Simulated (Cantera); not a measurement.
A Cantera script and what it prints.

```python
import numpy as np
import cantera as ct

gas_names = """
    CL CL2 H HCL H2 N NH NH2 NH3 N2 N2H2 N2H4 Si SiCL SiCL2 SiCL3 SiCL4 SiH SiHCL3 SiH2 SiH2CL2 SiH3
    SiH3CL SiH4 SiN Si2 Si2N Si3
""".split()
cond_names = """
    NH4CL(a) NH4CL(b) Si(cr) Si(L) Si3N4(a)
""".split()


def load(file, names, dense=False):
    # The tables refer to 1 bar. Condensed volumes are neglected.
    table = {s.name: s for s in ct.Species.list_from_file(file)}
    out = []
    for n in names:
        d = dict(table[n].input_data)
        d["thermo"] = dict(d["thermo"], **{"reference-pressure": 1e5})
        if dense:
            d["equation-of-state"] = {"model": "constant-volume", "density": "1e6 g/cm^3"}
        out.append(ct.Species.from_dict(d))
    return out


gas = ct.Solution(thermo="ideal-gas", species=load("nasa_gas.yaml", gas_names))
cond = {s.name: ct.Solution(thermo="fixed-stoichiometry", species=[s], name=s.name)
        for s in load("nasa_condensed.yaml", cond_names, dense=True)}
atoms = {
    'SiH2Cl2': {'Si': 1, 'H': 2, 'CL': 2},
    'N2': {'N': 2},
}
top_T = {'Si3N4(a)': 2400}  # K; cautious upper limits of use, not melting points


def equilibrate(T, P, feed):
    n = {}
    for name, mol in feed.items():
        for a, k in atoms[name].items():
            n[a] = n.get(a, 0.0) + k * mol
    gas.TPX = T, P, n
    mass = sum(n.values()) * gas.mean_molecular_weight
    gas.equilibrate("TP")
    valid = [c for c in cond.values() if c.min_temp <= T <= top_T.get(c.name, c.max_temp)]
    mix = ct.Mixture([(gas, mass / gas.mean_molecular_weight)] + [(c, 0.0) for c in valid])
    mix.T, mix.P = T, P
    mix.equilibrate("TP", solver="vcs", rtol=1e-11, max_steps=5000)
    return mix


results = []
feed = {'SiH2Cl2': 1, 'N2': 6}  # mol
T = 1875  # K
P = 63  # Pa
mix = equilibrate(T, P, feed)
results.append((T, P, feed, dict(zip(mix.species_names, mix.species_moles))))
print(gas.report(threshold=1e-06))
for i in range(1, mix.n_phases):
    print(f"{mix.phase(i).name:16s} {mix.phase_moles(i):12.5e} mol")
```

It prints:

```
       temperature   1875 K
          pressure   63 Pa
           density   0.00013154 kg/m^3
  mean mol. weight   32.551 kg/kmol
   phase of matter   gas

                          1 kg             1 kmol
                     ---------------   ---------------
          enthalpy        1.3352e+06        4.3462e+07  J
   internal energy        8.5626e+05        2.7872e+07  J
           entropy            9953.4        3.2399e+05  J/K
    Gibbs function       -1.7327e+07       -5.6402e+08  J
 heat capacity c_p            1143.7             37230  J/K
 heat capacity c_v             888.3             28915  J/K

                      mass frac. Y      mole frac. X     chem. pot. / RT
                     ---------------   ---------------   ---------------
                CL         0.0038893         0.0035712            -27.78
                 H        0.00024395         0.0078779           -14.522
               HCL          0.061014          0.054475           -42.301
                H2         0.0056356          0.090995           -29.044
                N2           0.63102           0.73322           -34.405
                Si          0.012405          0.014378           -5.5122
              SiCL         0.0071835         0.0036804           -33.292
             SiCL2           0.27713          0.091134           -61.071
             SiCL3        0.00062796        0.00015205           -88.851
               SiH        9.0185e-05         0.0001009           -20.034
              SiH2        4.1814e-06        4.5217e-06           -34.556
               SiN        0.00014306        0.00011063           -22.715
               Si2        0.00018623        0.00010792           -11.024
              Si2N        0.00035403        0.00016421           -28.227
               Si3        6.3838e-05        2.4663e-05           -16.537
     [  +13 minor]        2.7525e-06        5.9945e-07

Si(L)             9.85637e-02 mol
Si3N4(a)          0.00000e+00 mol
```

Cantera equilibrium calculation (NASA polynomials, part measured and part estimated; ideal gas, pure solids and liquids). The tables' values for SiCl, SiCl3, SiN are old estimates; treat these amounts as uncertain.
